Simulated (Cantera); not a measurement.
Low-pressure radical oxidation in H2/O2

An isothermal, constant-pressure homogeneous reactor starts with H₂ : O₂ : N₂ = 0.018 : 1 : 0.13 (molar parts), equivalence ratio 0.0090, at 948 K and 2.33 Torr.

Cantera simulation using the H2/O2 subset of GRI-Mech 3.0, which has no nitrogen chemistry; the numbers are that mechanism's predictions, not measurements. Radical loss at walls, strong at low pressure, is not modelled. Below about 950 K walls govern HO2 and H2O2 in real vessels.

```csv
t (s),x H₂,x O₂,x O,x H₂O₂,x H,x HO₂,x H₂O
1.00e-5,0.0157,0.871,<1e-12,<1e-12,<1e-12,<1e-12,<1e-12
4.27e-5,0.0157,0.871,<1e-12,<1e-12,<1e-12,<1e-12,<1e-12
0.000182,0.0157,0.871,<1e-12,<1e-12,1.14e-12,1.25e-12,<1e-12
0.000777,0.0157,0.871,1.74e-12,<1e-12,3.88e-12,5.34e-12,<1e-12
0.00331,0.0157,0.871,2.23e-11,<1e-12,1.32e-11,2.29e-11,1.28e-11
0.0141,0.0157,0.871,7.04e-10,<1e-12,2.25e-10,1.02e-10,8.37e-10
0.0603,0.0156,0.871,4.60e-5,4.99e-11,1.44e-5,2.92e-7,6.09e-5
0.257,0.000114,0.862,0.00779,6.01e-9,0.00143,8.75e-7,0.0147
1.10,3.32e-5,0.868,0.00247,5.88e-9,0.000240,5.76e-7,0.0155
4.69,3.37e-6,0.870,0.000263,5.02e-9,8.15e-6,2.01e-7,0.0158
20.0,2.17e-7,0.870,1.81e-5,2.61e-9,1.48e-7,3.70e-8,0.0158
```
x: mole fraction; the columns are a selection and need not sum to one.

Equilibrium at this temperature and pressure: H₂ 5.22e-12, O₂ 0.870, O 5.01e-10, H₂O₂ 1.15e-12, H <1e-12, HO₂ 1.05e-10, H₂O 0.0158 (gas phase only).
